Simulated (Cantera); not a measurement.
Cantera run:

```python
import numpy as np
import cantera as ct

gas_names = """
    B BH BH2 BH3 B2 H H2
""".split()
cond_names = """
    B(b) B(L)
""".split()


# ... load() reads the species with a 1 bar reference pressure and builds the phases ...
atoms = {
    'B2H6': {'B': 2, 'H': 6},
    'H2': {'H': 2},
}
top_T = {}  # K; cautious upper limits of use, not melting points


# ... equilibrate(T, P, feed) seeds the gas with the atoms and calls Mixture.equilibrate('TP', solver="vcs", rtol=1e-11, max_steps=5000) ...
results = []
feed = {'B2H6': 1, 'H2': 6.4}  # mol
T = 1900  # K
P = 10000  # Pa
mix = equilibrate(T, P, feed)
results.append((T, P, feed, dict(zip(mix.species_names, mix.species_moles))))
print(gas.report(threshold=0.001))
for i in range(1, mix.n_phases):
    print(f"{mix.phase(i).name:16s} {mix.phase_moles(i):12.5e} mol")
```

It prints:

```
       temperature   1900 K
          pressure   10000 Pa
           density   0.0012764 kg/m^3
  mean mol. weight   2.0163 kg/kmol
   phase of matter   gas

                          1 kg             1 kmol
                     ---------------   ---------------
          enthalpy        2.4871e+07        5.0149e+07  J
   internal energy        1.7037e+07        3.4351e+07  J
           entropy        1.0215e+05        2.0597e+05  J/K
    Gibbs function       -1.6921e+08       -3.4119e+08  J
 heat capacity c_p             16777             33827  J/K
 heat capacity c_v             12653             25513  J/K

                      mass frac. Y      mole frac. X     chem. pot. / RT
                     ---------------   ---------------   ---------------
                 H         0.0012528          0.002506           -10.812
                H2           0.99707           0.99723           -21.624
     [   +5 minor]         0.0016822        0.00026383

B(b)              1.99752e+00 mol
```

Equilibrium computed with Cantera from the NASA thermochemical tables; the gas is ideal and each condensed phase is pure. The feed counts by its element totals alone. The tables' values for BH2 are old estimates; treat these amounts as uncertain.
